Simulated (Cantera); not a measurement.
A perfectly stirred reactor is fed with 3.61 % C3H8, 20.3 % O2, 76.1 % N2, at 10.0 bar; it is adiabatic with a 823 K inlet, and is followed from long to short residence time, starting on the burning branch (τ in s: 0.12, 0.041, 0.014, 0.005, 0.0017, 0.00061, 0.00021, 7.4e-05, 2.6e-05, 9e-06, 3.2e-06).

Computed with Cantera and GRI-Mech 3.0 (53 species, 325 reactions). GRI-Mech 3.0 was tuned for natural gas; its chemistry of propane as a main component is partial and can be far from experiment.

Predict: blow-out, bracketed by the residence times tried; x(C3H8) at τ = 0.120 s; x(O2) at τ = 0.120 s; x(H2) at τ = 0.120 s; x(H2O) at τ = 0.120 s; x(CH3) at τ = 0.120 s; x(C3H8) at τ = 0.610 ms; x(O2) at τ = 0.610 ms; x(H2) at τ = 0.610 ms; x(H2O) at τ = 0.610 ms; x(CH3) at τ = 0.610 ms.


```
Quantity                                                                       Value
------------------------------------------------  ----------------------------------
blow-out, bracketed by the residence times tried  burning at 9.00 µs, out at 3.20 µs
x(C3H8) at τ = 0.120 s                                                       1.07e-8
x(O2) at τ = 0.120 s                                                          0.0214
x(H2) at τ = 0.120 s                                                         0.00187
x(H2O) at τ = 0.120 s                                                          0.133
x(CH3) at τ = 0.120 s                                                        3.97e-8
x(C3H8) at τ = 0.610 ms                                                      1.81e-6
x(O2) at τ = 0.610 ms                                                         0.0257
x(H2) at τ = 0.610 ms                                                        0.00249
x(H2O) at τ = 0.610 ms                                                         0.132
x(CH3) at τ = 0.610 ms                                                       5.99e-6
```
